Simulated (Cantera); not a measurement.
Input: 1 mol SiO2, 1 mol CH4, 0.11 mol H2, equilibrated at 4.00 bar.

These are equilibrium values from Cantera (NASA tables, ideal gas, pure condensed phases), not measurements of a reactor. Candidate condensed phases: C, C6H6, C7H8, C8H18, H2O, Si, SiC, SiO2; 123 gas species. Mutual solubility and eutectic melting of coexisting phases are not modelled. The tables hold silica as quartz up to 1696 K and as liquid above; real silica turns to tridymite and cristobalite and melts near 1996 K. Gases not in the tables: Si2H6 and higher silanes. Equilibrium is a limit: real reactors are often held back by kinetics, nucleation or transport.

x: gas mole fraction; n: condensed amount in mol.

```csv
T (°C),x H2,x CO,x SiO,x H,x CH4,x H2O,x C2H2 (acetylene),n SiC(s),n SiO2(condensed),n SiO2(l)
1552,0.756,0.240,0.00268,0.000191,0.00118,0.000250,8.66e-5,0.330,0.663,0
1602,0.753,0.240,0.00605,0.000284,0.000715,0.000277,6.46e-5,0.327,0.656,0
1652,0.746,0.240,0.0131,0.000413,0.000439,0.000303,4.87e-5,0.321,0.642,0
1702,0.731,0.240,0.0271,0.000585,0.000271,0.000327,3.69e-5,0.307,0.615,0
1752,0.704,0.241,0.0542,0.000807,0.000165,0.000344,2.79e-5,[?],0,0.558
1802,0.653,0.241,0.104,0.00108,9.53e-5,0.000347,2.06e-5,[?],0,0.442
1852,0.561,0.242,0.195,0.00136,4.84e-5,0.000324,1.43e-5,[?],0,0.180
```

### Question
Some entries are withheld; supply them.

### Answer

- 1752, n SiC(s): 0.279
- 1802, n SiC(s): 0.221
- 1852, n SiC(s): 0.0901
